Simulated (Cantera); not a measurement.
Standard-state values (1 bar) from the NASA 1993 polynomials, evaluated with Cantera. Values are per mole of reaction as written; species without (g) are pure solids or liquids, kept so even where they would boil at 1 bar.

2 Cr2O3 + 3 N2(g) ⇌ 4 Cr + 6 NO(g)

```csv
T (K),ΔH° (kJ),ΔS° (J/K),ΔG° (kJ),log10 K,condensed phases
300,2817.7,624.2,2630.4,-457.99,"Cr2O3(s), Cr(s)"
1648,2794.8,582.2,1835.4,-58.17,"Cr2O3(s), Cr(s)"
1723,[?],[?],[?],[?],"Cr2O3(s), Cr(s)"
1798,2798.6,584.4,1747.9,-50.78,"Cr2O3(s), Cr(s)"
1873,[?],[?],[?],[?],"Cr2O3(s), Cr(s)"
1948,2804.0,587.3,1660.0,-44.51,"Cr2O3(s), Cr(s)"
2023,2807.3,588.9,1615.9,-41.72,"Cr2O3(s), Cr(s)"
2098,2811.1,590.8,1571.7,-39.13,"Cr2O3(s), Cr(s)"
2173,2894.4,629.9,1525.7,-36.67,"Cr2O3(s), Cr(l)"
2248,2893.7,629.6,1478.4,-34.35,"Cr2O3(s), Cr(l)"
2323,2892.9,629.2,1431.2,-32.18,"Cr2O3(s), Cr(l)"
2398,2891.9,628.8,1384.0,-30.15,"Cr2O3(s), Cr(l)"
```

Question: What belongs in the gaps?

Answer: 
- 1723, ΔH° (kJ): 2796.5
- 1723, ΔS° (J/K): 583.2
- 1723, ΔG° (kJ): 1791.7
- 1723, log10 K: -54.31
- 1873, ΔH° (kJ): 2801.1
- 1873, ΔS° (J/K): 585.7
- 1873, ΔG° (kJ): 1704.0
- 1873, log10 K: -47.52
